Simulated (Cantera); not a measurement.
Input (Python, Cantera) and output of one run.

```python
import numpy as np
import cantera as ct

gas_names = """
    O O2 O3 S SO SO2 SO3 S2 S2O S8
""".split()
cond_names = """
    S(cr1) S(cr2) S(L)
""".split()


# ... load() reads the species with a 1 bar reference pressure and builds the phases ...
atoms = {
    'S': {'S': 1},
    'O2': {'O': 2},
}
top_T = {}  # K; cautious upper limits of use, not melting points


# ... equilibrate(T, P, feed) seeds the gas with the atoms and calls Mixture.equilibrate('TP', solver="vcs", rtol=1e-11, max_steps=5000) ...
results = []
feed = {'S': 1, 'O2': 2.8}  # mol
T = 2898.15  # K
P = 69  # Pa
mix = equilibrate(T, P, feed)
results.append((T, P, feed, dict(zip(mix.species_names, mix.species_moles))))
x = sorted(zip(gas.X, gas.species_names), reverse=True)
print(f"T = {T:g} K  P = {P:g} Pa  gas = {mix.phase_moles(0):.4g} mol")
print("   x: " + "  ".join(f"{s} {v:.3e}" for v, s in x if v > 0.0001))
print("   condensed (mol): " + ("  ".join(f"{mix.phase(i).name} {mix.phase_moles(i):.4g}"
      for i in range(1, mix.n_phases) if mix.phase_moles(i) > 1e-12) or "none"))
```

Result:

```
T = 2898.15 K  P = 69 Pa  gas = 5.701 mol
   x: O 7.606e-01  S 9.323e-02  SO 7.036e-02  O2 6.417e-02  SO2 1.147e-02  S2 1.737e-04
   condensed (mol): none
```

Method: chemical equilibrium by Gibbs-energy minimisation in Cantera with the NASA 1993 tables (ideal gas, pure condensed phases).
